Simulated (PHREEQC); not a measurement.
PHREEQC input (Pitzer model, pitzer.dat):

```
SOLUTION 1
  temp 25
  units mol/kgw
  pH 7 charge
  Cl 0.5936
  Sr 0.069
  Na 0.0056
  Mg 0.015
  K 0.42
END
USE solution 1
INCREMENTAL_REACTIONS false
REACTION 1
  H2O -1
  0 9.886 18.011 24.689 30.178 34.689 38.397 41.444
  43.949 46.007 47.699 49.089 50.232 51.172 51.944 52.578
  53.1 53.528 53.88 54.17 moles
EQUILIBRIUM_PHASES 1
  Bischofite 0 0
  Brucite 0 0
  Carnallite 0 0
  Halite 0 0
  Sylvite 0 0
  MgCl2_4H2O 0 0
SELECTED_OUTPUT 1
  -reset false
  -pH true
  -pe true
  -ionic_strength true
  -water true
  -activities H2O
  -totals Cl K Mg Na Sr
  -molalities H+ Na+ K+ Mg+2 Sr+2 Cl- OH- MgOH+
  -equilibrium_phases Bischofite Brucite Carnallite Halite Sylvite MgCl2_4H2O
PRINT
  -reset false
END
```

Selected output (columns that matter, 9 of 20 rows; water left (kg) added in front):

```
water left (kg)	pH	mu	Cl	K	Mg	Na	Sr	m_H+	m_Na+	m_K+	m_Mg+2	m_Sr+2	la_H2O	Sylvite
1	6.8708	0.6776	0.5936	0.42	0.015	0.0056	0.069	1.7196e-07	0.0056	0.42	0.015	0.069	-0.0076981	0
0.675514	6.83	1.0031	0.87874	0.62175	0.022205	0.00829	0.10214	1.7984e-07	0.00829	0.62175	0.022205	0.10214	-0.011447	0
0.375043	6.7285	1.8067	1.5828	1.1199	0.039995	0.014932	0.18398	1.939e-07	0.014932	1.1199	0.039995	0.18398	-0.021097	0
0.253345	6.6068	2.6746	2.3431	1.6578	0.059208	0.022104	0.27236	2.1089e-07	0.022104	1.6578	0.059208	0.27236	-0.032315	0
0.140655	6.2454	4.8175	4.2203	2.986	0.10664	0.039814	0.49056	2.8862e-07	0.039814	2.986	0.10664	0.49056	-0.064239	0
0.0950203	5.9535	6.1472	5.2632	3.4362	0.15786	0.058935	0.72616	4.0285e-07	0.058935	3.4362	0.15786	0.72616	-0.085302	0.093492
0.0641769	5.7204	6.8691	5.5602	2.8552	0.23373	0.087259	1.0752	5.5111e-07	0.087259	2.8552	0.23373	1.0752	-0.093863	0.23677
0.0356396	5.169	8.9013	6.5444	1.6734	0.42088	0.15713	1.9361	1.0163e-06	0.15713	1.6734	0.42088	1.9361	-0.12702	0.36036
0.0240733	4.5217	11.54	8.0512	0.83984	0.6231	0.23262	2.8662	1.8371e-06	0.23262	0.83984	0.6231	2.8662	-0.1877	0.39978
```

Species that the database lacks are ignored.
